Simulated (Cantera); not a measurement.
**PbF2 + HF + N2 (halide evaporation, hydrolysis and transport)**

A closed system holds: 1 mol PbF2, 0.035 mol HF, a varied amount of N2, equilibrated at 1523 K and 6.40e-5 bar.

These are equilibrium values from Cantera (NASA tables, ideal gas, pure condensed phases), not measurements of a reactor. Candidate condensed phases: Pb, PbF2; 26 gas species. Kinetics and transport are ignored.

```tsv
n(N2) (mol)	x N2	x PbF2	x PbF4	x Pb	x PbF	x HF
1	0.491	0.299	0.0870	0.0690	0.0361	0.0172
1.8	0.635	0.215	0.0624	0.0496	0.0259	0.0123
3.1	0.750	0.147	0.0428	0.0340	0.0178	0.00846
5.5	0.841	0.0931	0.0270	0.0215	0.0113	0.00535
9.8	0.904	0.0562	0.0163	0.0130	0.00680	0.00323
17	0.942	0.0337	0.00975	0.00784	0.00409	0.00194
31	0.967	0.0190	0.00546	0.00444	0.00231	0.00109
54	0.981	0.0111	0.00315	0.00261	0.00135	0.000636
96	0.989	0.00627	0.00176	0.00150	0.000772	0.000361
170	0.994	0.00356	0.000970	0.000875	0.000444	0.000205
```
x: gas mole fraction; nothing condenses.

From 1 mol N2 to 170 mol N2 nothing is condensed. The main Pb-bearing gas is PbF2 throughout.
